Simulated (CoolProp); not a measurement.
Saturation properties of CH2F2 (R32) (Tc = 78.1 °C, pc = 5.783 MPa, ω = 0.277).

The numbers come from the reference Helmholtz-energy equation of state, Tillner-Roth 1997 in CoolProp.

```tsv
T (°C)	p (MPa)	vapour density (kg/m³)	enthalpy of vaporisation (kJ/kg)	liquid viscosity (µPa s)
-81.15	0.01720	0.5682	411.8	477
-65.05	0.04865	1.502	395.9	366
-48.85	0.1166	3.410	378.8	288
-32.75	0.2437	6.846	360.2	231
-16.65	0.4596	12.59	339.5	188
-0.55	0.7989	21.70	316.2	153
15.55	1.301	35.78	289.1	126
31.75	2.016	57.64	256.6	102
```

It boils at -51.7 °C under 1 atm.

Viscosity comes from a separate model (Bell 2016), an estimate that may be off by 10 % or more.
